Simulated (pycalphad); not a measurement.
Source of the numbers: pycalphad with the COST 507 light-alloy database (1999); pressure 1 atm. These are 1990s assessments: newer ones move some temperatures and phases. Not assessed as a whole: an extrapolation from subsystems, which can miss ternary compounds. Phase fractions are per mole of atoms.

### Question
Give the equilibrium state of Ti-1.601Si-1.398V (wt.%) at 1290 K.

### Answer
bcc, fraction 0.994, with 1.5 Si, 1.4 V wt.%; SITI3, fraction 0.006, with 16.4 Si, no V wt.%.

### Question
Give the equilibrium state of Ti-1.601Si-1.398V (wt.%) at 1810 K.

### Answer
bcc, fraction 0.703, with 0.60 Si, 1.3 V wt.%; liquid, fraction 0.297, with 4.0 Si, 1.6 V wt.%.

Database names, with the compositions (at.%) that they take in these runs: SITI3: Ti 75 Si 25. An entry "none" or "no" means that the model of the phase leaves that element out.
